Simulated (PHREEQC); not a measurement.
Model water analysis in mg/L, 20 °C, pH 8.03, pe 2.9: Na 30.7; K 1.78; Ca 16.3; Mg 1.73; Cl 9.18; S(6) as SO4 5.86; Alkalinity as HCO3 125; Sr 0.937.

Valence states are taken as typed.

Computed with PHREEQC (ion-association model, phreeqc.dat).

Task: The ionic strength comes out as 0.00291 mol/kgw. What activity coefficients do K+, CO3-2, Ca+2, Na+, MgHCO3+ get?

Result: K+ 0.94, CO3-2 0.79, Ca+2 0.79, Na+ 0.94, MgHCO3+ 0.94.

This is a speciation only: nothing precipitates in the calculation. Species that the database lacks are ignored.
